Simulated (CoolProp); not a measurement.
Vapour-liquid equilibrium of neopentane (1) + n-pentane (2) at 0.539 MPa; x and y are mole fractions of (1).

The numbers come from the multi-fluid Helmholtz-energy mixture model, Lemmon 2006 and Thol 2019; pair parameters Bell 2016 in CoolProp.

Question: Give the bubble temperature and the first vapour's composition at x = 0.15, 0.55, 0.95. Is there an azeotrope?

Answer: x = 0.15: 363.4 K, y = 0.237; x = 0.55: 350.8 K, y = 0.688; x = 0.95: 340.7 K, y = 0.972. No azeotrope shows between x = 0.05 and 0.95.

Pair parameters are fitted to limited data, so mixtures are less certain than the pure fluids.
